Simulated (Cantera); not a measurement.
Standard-state values (1 bar) from the NASA 1993 polynomials, evaluated with Cantera. Values are per mole of reaction as written; species without (g) are pure solids or liquids, kept so even where they would boil at 1 bar.

P4(g) + 4 NH3(g) ⇌ 4 PH3(g) + 4 N(g), with ΔH° = 2037.3 kJ and ΔS° = 403.4 J/K at 300 K.

Problem. How far is the shortcut ΔG° ≈ ΔH°(300 K) − T·ΔS°(300 K) from the full temperature-dependent value at 2675, 2725, 2775, 2825, 2875, 2925 K?

Solution. 
```csv
T (K),shortcut (kJ),full (kJ),difference (kJ),difference in log10 K
2675,958.2,864.4,93.8,-1.83
2725,938.0,841.4,96.6,-1.85
2775,917.8,818.4,99.4,-1.87
2825,897.7,795.4,102.3,-1.89
2875,877.5,772.3,105.2,-1.91
2925,857.3,749.3,108.0,-1.93
```
The shortcut ignores the heat-capacity change of the reaction.
